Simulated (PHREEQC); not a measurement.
Consider water at 25 °C with 0.82 mol/kgw Na2CO3, 0.017 mol/kgw NaHCO3 and 0.2 mol/kgw NaCl. Closed to the air; pH follows from the charge balance.

The numbers come from PHREEQC with the Pitzer model, pitzer.dat.

This is a speciation only: nothing precipitates in the calculation.

Problem. Predict the pH, activity of water, ionic strength.

Solution. pH 11.16; activity of water 0.963; ionic strength 2.67 mol/kgw.

Problem. In which forms is C present?

Solution. CO3-2 98 %, HCO3- 2.3 % of the C.

In brines, pH and single-ion activities rest on the MacInnes convention.
